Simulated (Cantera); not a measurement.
A closed system holds: 1 mol BF3, 9.8 mol N2, 5.5 mol H2, 14 mol NH3, equilibrated at 1525 K and 133 Pa.

Cantera equilibrium calculation (NASA polynomials, part measured and part estimated; ideal gas, pure solids and liquids). Candidate condensed phases: B, BN; 31 gas species. The tables' values for BF2 are old estimates; treat these amounts as uncertain. Kinetics and transport are ignored.

Base state: H2 0.588, N2 0.376, HF 0.0171, BF3 0.0155, BF2 0.00143, H 0.000497, BHF2 0.000478, BF 0.000331 (mole fractions); condensed: BN(s).

### Question
What changes in the equilibrium state with this change: temperature from 1525 K to 1000 K?

### Answer
| species | before | after |
|---|---|---|
| H2 | 0.588 | 0.594 |
| N2 | 0.376 | 0.378 |
| BF3 | 0.0155 | 0.0200 |
| HF | 0.0171 | 0.00767 |
| BF | 0.000331 | <1e-9 |
| BF2 | 0.00143 | 5.80e-8 |
| BN(s), mol | 0.214 | 0.113 |
